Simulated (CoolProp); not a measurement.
Saturation properties of water (Tc = 647.1 K, pc = 22.06 MPa, ω = 0.344).

The numbers come from the reference Helmholtz-energy equation of state, Wagner 2002 in CoolProp.

| T (K) | p (MPa) | enthalpy of vaporisation (kJ/kg) | liquid conductivity (mW/(m K)) |
|---|---|---|---|
| 455 | 1.046 | 2008 | 670 |
| 465.3 | 1.315 | 1970 | 665 |
| 475.6 | 1.636 | 1930 | 658 |
| 485.9 | 2.015 | 1888 | 651 |
| 496.2 | 2.458 | 1844 | 643 |
| 506.4 | 2.968 | 1798 | 634 |
| 516.7 | 3.561 | 1748 | 624 |
| 527 | 4.241 | 1695 | 613 |
| 537.3 | 5.017 | 1638 | 601 |

It boils at 373.1 K under 1 atm.

Thermal conductivity comes from a separate model (Huber 2012).
